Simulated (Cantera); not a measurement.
Feed: 1 mol Si, 0.027 mol CO₂, 12 mol H₂, at 1698 K and 0.100 bar.

Cantera equilibrium calculation (NASA polynomials, part measured and part estimated; ideal gas, pure solids and liquids). Candidate condensed phases: C, C₆H₆, C₇H₈, C₈H₁₈, H₂O, Si, SiC, SiO₂; 123 gas species. Mutual solubility and eutectic melting of coexisting phases are not modelled. Gases not in the tables: Si₂H₆ and higher silanes. Kinetics and transport are ignored.

Base state: H₂ 0.995, SiO 0.00425, H 0.000456, CO 0.000225, SiH₂ 1.39e-5 (mole fractions); condensed: Si(l) + SiC(s).

Task: What changes in the equilibrium state with this change: temperature from 1698 K to 1950 K?

Result: 
| species | before | after |
|---|---|---|
| H₂ | 0.995 | 0.992 |
| H | 0.000456 | 0.00361 |
| SiO | 0.00425 | 0.00358 |
| Si | 6.57e-6 | 0.000238 |
| SiH | 3.23e-6 | 5.74e-5 |
| SiH₂ | 1.39e-5 | 7.86e-5 |
| Si(l), mol | 0.924 | 0.936 |
| SiC(s), mol | 0.0243 | 0.0161 |

Task: What changes in the equilibrium state with this change: Si replaced by Si₃N₄?

Result: 
```
species           before     after
--------------  --------  --------
H₂                 0.995     0.984
N₂                     0    0.0150
SiO              0.00425  0.000594
CO              0.000225   3.15e-5
SiH₂             1.39e-5   1.37e-5
Si(l), mol         0.924     0.218
SiC(s), mol       0.0243    0.0265
Si₂N₂O(s), mol         0    0.0464
Si₃N₄(s), mol          0     0.885
```
Further candidate phases: Si₂N₂O, Si₃N₄.
